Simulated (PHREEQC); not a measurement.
Dissolve 61.5 mmol/kgw NaOH, 5.5 mmol/kgw Na2SiO3 and 8.4 mmol/kgw K2CO3 at 25 °C. Closed to the air; pH follows from the charge balance.

Computed with PHREEQC (ion-association model, phreeqc.dat).

Precipitation was switched off in this run.

Q: Order these C species by the share of C that they hold, largest first: NaCO3-, CO3-2, HCO3-.

A: CO3-2 (66 %), NaCO3- (34 %), HCO3- (0.14 %)

The pH is 12.69 and the ionic strength 0.0942 mol/kgw.
